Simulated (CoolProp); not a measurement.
n-decane along the isobar 3220 kPa: fugacity coefficient from the reference equation and from simpler models built on Tc = 617.7 K, pc = 2101 kPa, ω = 0.488; each cubic takes its own stable root.

Computed with CoolProp (reference Helmholtz-energy equation of state, Lemmon 2006). It is a short technical equation, of lower accuracy than the large ones.

| T (K) | phase | reference |
|---|---|---|
| 332.9 | liquid | 0.0005900 |
| 353.4 | liquid | 0.001597 |
| 373.9 | liquid | 0.003769 |
| 394.4 | liquid | 0.007934 |
| 414.9 | liquid | 0.01518 |
| 435.4 | liquid | 0.02677 |
| 455.9 | liquid | 0.04407 |
| 476.4 | liquid | 0.06837 |
| 496.9 | liquid | 0.1007 |
| 517.4 | liquid | 0.1419 |
| 538 | liquid | 0.1924 |
| 558.5 | liquid | 0.2513 |
| 579 | liquid | 0.3182 |
| 599.5 | liquid | 0.3912 |
| 620 | supercritical | 0.4679 |

**Question.** How far does each simpler model (van der Waals, Redlich-Kwong, Soave-Redlich-Kwong) lie from the reference over these 15 states: mean and median of the absolute difference, and the worst?

**Answer.** 
- van der Waals: mean 1089.3 %, median 236.7 %, worst +7155.9 % at 332.9 K and 3220 kPa
- Redlich-Kwong: mean 190.4 %, median 95.3 %, worst +786.8 % at 332.9 K and 3220 kPa
- Soave-Redlich-Kwong: mean 5.3 %, median 5.9 %, worst +7.4 % at 558.5 K and 3220 kPa
